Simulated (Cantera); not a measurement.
What does this Cantera script print?

```python
import numpy as np
import cantera as ct

gas = ct.Solution("h2o2.yaml")
gas.TPX = 1325, 240, {'H2': 0.0084, 'O2': 1}
reactor = ct.IdealGasConstPressureReactor(gas, energy="off", clone=False)
net = ct.ReactorNet([reactor])
net.rtol, net.atol = 1e-08, 1e-18
show = ['H2', 'O2', 'H', 'HO2', 'H2O2', 'OH']
times = np.geomspace(2e-06, 6, 14)

steps = ct.SolutionArray(gas, extra=["t"])
rows = []
print(f"{'t/s':>10s}{'T/K':>9s}{'P/Pa':>11s}" + "".join(f"{s:>11s}" for s in show))
for t in times:
    while net.time < t:
        t_next = net.step()
        steps.append(gas.state, t=t_next)
    rows.append([np.interp(t, steps.t, y) for y in (steps.T, steps.P, *steps(*show).X.T)])
    print(f"{t:10.3e}{rows[-1][0]:9.1f}{rows[-1][1]:11.4g}" + "".join(f"{x:11.3e}" for x in rows[-1][2:]))
rate = np.gradient(steps.T, steps.t)
print("integrator steps:", len(steps.t))
if steps.T.max() > steps.T[0] + 200:
    print(f"time of steepest temperature rise: {steps.t[rate.argmax()]:.4e} s")
gas.TPX = 1325, 240, {'H2': 0.0084, 'O2': 1}
gas.equilibrate("TP")
print(f"equilibrium (TP): T = {gas.T:.1f} K  " + "  ".join(f"{s} {gas[s].X[0]:.3e}" for s in show))
```

It prints:

```
       t/s      T/K       P/Pa         H2         O2          H        HO2       H2O2         OH
 2.000e-06   1325.0        240  8.330e-03  9.917e-01  2.303e-11  2.320e-11  7.711e-18  1.661e-13
 6.299e-06   1325.0        240  8.330e-03  9.917e-01  7.144e-11  7.306e-11  7.601e-17  1.620e-12
 1.984e-05   1325.0        240  8.330e-03  9.917e-01  2.146e-10  2.301e-10  7.540e-16  1.555e-11
 6.248e-05   1325.0        240  8.330e-03  9.917e-01  5.867e-10  7.247e-10  7.450e-15  1.390e-10
 1.968e-04   1325.0        240  8.330e-03  9.917e-01  1.266e-09  2.282e-09  7.362e-14  1.043e-09
 6.198e-04   1325.0        240  8.330e-03  9.917e-01  2.030e-09  7.187e-09  7.232e-13  5.684e-09
 1.952e-03   1325.0        240  8.330e-03  9.917e-01  4.185e-09  2.262e-08  6.960e-12  2.698e-08
 6.148e-03   1325.0        240  8.330e-03  9.917e-01  2.661e-08  7.112e-08  6.300e-11  2.455e-07
 1.936e-02   1325.0        240  8.227e-03  9.916e-01  5.575e-06  2.076e-07  4.550e-10  5.362e-05
 6.098e-02   1325.0        240  3.693e-05  9.837e-01  2.465e-04  8.612e-08  2.231e-09  9.796e-04
 1.921e-01   1325.0        240  2.819e-05  9.837e-01  2.337e-04  8.290e-08  2.066e-09  9.354e-04
 6.049e-01   1325.0        240  2.726e-05  9.840e-01  2.218e-04  8.153e-08  2.050e-09  9.200e-04
 1.905e+00   1325.0        240  2.460e-05  9.848e-01  1.891e-04  7.744e-08  2.000e-09  8.743e-04
 6.000e+00   1325.0        240  1.830e-05  9.865e-01  1.198e-04  6.655e-08  1.845e-09  7.548e-04
integrator steps: 671
equilibrium (TP): T = 1325.0 K  H2 2.312e-08  O2 9.916e-01  H 5.110e-09  HO2 9.683e-09  H2O2 2.696e-11  OH 2.693e-05
```

Model: the H2/O2 subset of GRI-Mech 3.0, which has no nitrogen chemistry, integrated in Cantera. Radical loss at walls, strong at low pressure, is not modelled.
